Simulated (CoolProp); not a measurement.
Properties of m-xylene at several states.

The numbers come from the reference Helmholtz-energy equation of state, Zhou 2012 in CoolProp.

| T (°C) | p (kPa) | phase | density (kg/m³) | Joule-Thomson coefficient (K/MPa) | isothermal compressibility (1/MPa) |
|---|---|---|---|---|---|
| 195.95 | 22.8 | gas | 0.6243 | 18.33 | 44.12 |
| 137.65 | 10300 | liquid | 771.7 | -0.3268 | 0.001724 |
| 293.75 | 99.5 | gas | 2.272 | 9.635 | 10.19 |
| 84.85 | 51.5 | liquid | 806.9 | -0.3846 | 0.001361 |
| 222.35 | 4030 | liquid | 674.0 | -0.07755 | 0.004540 |
